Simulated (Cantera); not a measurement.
An isothermal plug-flow reactor at 825 K and 0.470 bar (inlet), inlet velocity 0.78 m/s, active area per volume 120 1/m; feed H2 : O2 : N2 = 0.0075 : 0.081 : 0.79 (molar parts), equivalence ratio 0.046.

Cantera simulation using Deutschmann's 1995 Pt surface mechanism with GRI-Mech 3.0 gas chemistry; the numbers are that mechanism's predictions, not measurements. Catalytic surfaces can have several steady states; this one follows from the mechanism file's or the stated starting coverage. Mass transfer to the wall is taken as infinitely fast.

What does this change do: H2 0.0075 to 0.016 parts?


```
quantity                  before     after
----------------------  --------  --------
x(H2) at z = 0.0058 m   0.000474  0.000539
x(O2) at z = 0.0058 m     0.0885    0.0833
x(H2O) at z = 0.0058 m   0.00810    0.0177
θ(free Pt) at the exit    0.0727    0.0749
θ(O*) at the exit          0.926     0.923
θ(OH*) at the exit       0.00152   0.00226
```
